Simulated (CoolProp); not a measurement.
Vapour-liquid equilibrium of R125 (1) + R236EA (2) at -23.65 °C; x and y are mole fractions of (1).

Computed with CoolProp (multi-fluid Helmholtz-energy mixture model, Lemmon 2005 and Rui 2013; pair parameters Bell 2016).

| x | bubble pressure (kPa) | y at the bubble point | dew pressure at overall composition x (kPa) | liquid density (mol/L) |
|---|---|---|---|---|
| 0.05 | 39.62 | 0.392 | 26.34 | 10.41 |
| 0.125 | 60.77 | 0.629 | 28.43 | 10.53 |
| 0.2 | 81.31 | 0.743 | 30.88 | 10.64 |
| 0.275 | 101.4 | 0.810 | 33.80 | 10.76 |
| 0.35 | 121.1 | 0.854 | 37.31 | 10.88 |
| 0.425 | 140.6 | 0.887 | 41.64 | 11.00 |
| 0.5 | 160.0 | 0.911 | 47.08 | 11.12 |
| 0.575 | 179.3 | 0.931 | 54.16 | 11.23 |
| 0.65 | 198.8 | 0.948 | 63.70 | 11.35 |
| 0.725 | 218.4 | 0.961 | 77.25 | 11.46 |
| 0.8 | 238.3 | 0.974 | 97.91 | 11.57 |
| 0.875 | 258.6 | 0.984 | 132.9 | 11.68 |
| 0.95 | 279.4 | 0.994 | 202.0 | 11.78 |

No azeotrope shows between x = 0.05 and 0.95.

Pair parameters are fitted to limited data, so mixtures are less certain than the pure fluids. The gap from Raoult's law changes sign with composition, which may be real or a fault of the pair parameters; it wasn't checked against measurements.
